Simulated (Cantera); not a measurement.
Stirred combustor or abatement burner

A perfectly stirred reactor is fed with CO : H₂ : CH₄ : O₂ : N₂ = 1 : 0.11 : 0.099 : 0.856 : 3.22 (molar parts), at 7500 Torr; it is adiabatic with a 750 K inlet, and is followed from long to short residence time, starting on the burning branch (τ in s: 0.22, 0.071, 0.023, 0.0072, 0.0023, 0.00073, 0.00023, 7.5e-05, 2.4e-05).

Model: GRI-Mech 3.0 (53 species, 325 reactions), integrated in Cantera.

| τ (s) | T (K) | x CO | x H₂ | x CH₄ | x OH | x C₂H₆ | x HCN |
|---|---|---|---|---|---|---|---|
| 0.22 | 2561 | 0.0206 | 0.000945 | 1.97e-8 | 0.00457 | <1e-12 | 3.55e-9 |
| 0.071 | 2560 | 0.0207 | 0.000947 | 6.09e-8 | 0.00458 | <1e-12 | 1.04e-8 |
| 0.023 | 2560 | 0.0208 | 0.000955 | 1.86e-7 | 0.00462 | <1e-12 | 2.92e-8 |
| 0.0072 | 2558 | 0.0214 | 0.000979 | 5.77e-7 | 0.00472 | <1e-12 | 7.35e-8 |
| 0.0023 | 2549 | 0.0231 | 0.00105 | 1.69e-6 | 0.00496 | <1e-12 | 1.35e-7 |
| 0.00073 | 2518 | 0.0275 | 0.00125 | 4.66e-6 | 0.00545 | 3.62e-12 | 1.61e-7 |
| 0.00023 | 2443 | 0.0370 | 0.00170 | 1.18e-5 | 0.00631 | 2.16e-11 | 1.28e-7 |
| 7.5e-5 | 2322 | 0.0511 | 0.00242 | 2.80e-5 | 0.00724 | 1.09e-10 | 9.42e-8 |
| 2.4e-5 | 2152 | 0.0704 | 0.00328 | 7.51e-5 | 0.00754 | 6.71e-10 | 8.50e-8 |
x: mole fraction; the columns are a selection and need not sum to one.
